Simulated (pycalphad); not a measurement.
All values are pycalphad results on the COST 507 light-alloy database (1999) (1 atm), not direct measurements. The data set is of 1999 and partly superseded. Amounts are mole fractions of atoms.

### Question
Give the equilibrium state of Si-58.85Y (wt.%) at 1175 K.

### Answer
```
T = 1175.00 K, P = 101325 Pa, N = 1 mol of atoms
G = -106251 J/mol, H = -45251 J/mol, S = 51.91 J/(mol K)  (SER reference)
chemical potentials (J/mol): Si -39049, Y -254995
phase             fraction      x(Si)       x(Y)
SI2Y_R              0.9336     0.6667     0.3333
DIAMOND_A4          0.0664     1.0000       none
```

### Question
Give the equilibrium state of Si-58.85Y (wt.%) at 1625 K.

### Answer
```
T = 1625.00 K, P = 101325 Pa, N = 1 mol of atoms
G = -132592 J/mol, H = -22912 J/mol, S = 67.50 J/(mol K)  (SER reference)
chemical potentials (J/mol): Si -73545, Y -263287
phase             fraction      x(Si)       x(Y)
SI2Y_H              0.8676     0.6667     0.3333
LIQUID              0.1324     0.8338     0.1662
```

Database names, with the compositions (at.%) that they take in these runs: SI2Y_H: Si 67 Y 33; SI2Y_R: Si 67 Y 33. DIAMOND_A4 is diamond (Si). An entry "none" or "no" means that the model of the phase leaves that element out.
